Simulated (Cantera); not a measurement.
Charge: 1 mol C2H5OH, 0.74 mol H2, 2.7 mol CO2, equilibrated at 600 K.

Method: chemical equilibrium by Gibbs-energy minimisation in Cantera with the NASA 1993 tables (ideal gas, pure condensed phases). Candidate condensed phases: C, C6H6, C7H8, C8H18, H2O; 110 gas species. The ideal-gas law is rough above about 30 bar. The numbers say what is thermodynamically allowed, not how fast it happens.

### Question
What share of the C ends up in condensed phases as a function of P (Pa), at 10, 72, 520, 3700, 27000, 190000, 1400000, 10000000?

### Answer
```csv
P (Pa),C condensed (%),as
10,31.2,C(graphite)
72,40.4,C(graphite)
520,46.5,C(graphite)
3700,49.0,C(graphite)
27000,49.5,C(graphite)
190000,49.6,C(graphite)
1400000,49.7,C(graphite)
10000000,49.7,C(graphite)
```
